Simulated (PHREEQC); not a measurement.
0.088 g of hydrous ferric oxide (600 m²/g; 0.2 weak and 0.005 strong sites per Fe, Dzombak-Morel constants, diffuse double layer) in 1 kg of water with 0.3 mol/kgw of an inert sodium salt and 8.8e-07 mol CuCl2, 0.00051 mol CaCl2 and 5.5e-07 mol MgCl2, at 25 °C; the pH is set by adding NaOH or the inert anion's acid. O2 is buffered at 0.21 atm. The system is closed to CO2. Nothing may precipitate in this run.

Model: ion-association model, wateq4f.dat, run in PHREEQC.

Question: Predict surface charge σ (C/m²) at pH = 4, 4.38, 6.25, 8.88, 9.25.

Answer: 
```
pH    surface charge σ (C/m²)
----  -----------------------
4                       0.349
4.38                    0.328
6.25                    0.129
8.88                   -0.019
9.25                   -0.024
```

The database's constant for dissolved Cu(OH)2 is higher than later reviews accept.
